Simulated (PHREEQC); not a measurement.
FeCl3 is added in steps, without added water, to 1 kg of water holding 0.0029 mol HBr and 0.077 mol NiCl2, at 25 °C. Oxygen is held at 0.21 atm. No CO2 enters from the air. Only these solids could form: Hematite, Ni(OH)2.

Base run: PHREEQC, ion-association model, wateq4f.dat. Each further column changes one thing. The table gives FeCl+2 (mol/kgw).

| FeCl3 added (mol) | base | NiCl2 left out | temperature from 25 to 50 °C | NiCl2 from 0.077 to 0.0693 mol/kgw | no solid may form |
|---|---|---|---|---|---|
| 0 | 0 | 0 | 0 | 0 | 0 |
| 0.01203 | 3.91e-6 | 6.91e-7 | 1.10e-6 | 3.58e-6 | 0.00468 |
| 0.02166 | 2.39e-5 | 6.78e-6 | 6.76e-6 | 2.22e-5 | 0.00908 |
| 0.03369 | 0.000101 | 3.90e-5 | 2.87e-5 | 9.46e-5 | 0.0151 |
| 0.04331 | 0.000233 | 0.000106 | 6.71e-5 | 0.000221 | 0.0202 |
| 0.05534 | 0.000535 | 0.000281 | 0.000157 | 0.000511 | 0.0269 |
| 0.06497 | 0.000923 | 0.000530 | 0.000276 | 0.000886 | 0.0325 |
| 0.077 | 0.00164 | 0.00103 | 0.000504 | 0.00158 | 0.0396 |

 Away from 25 °C the constants follow the database's enthalpies or fits; those with neither stay at their 25 °C values. In at least one series the solution becomes supersaturated in solids that the run did not let form, among them Hematite. Solids allowed in the column 'NiCl2 left out': Hematite.
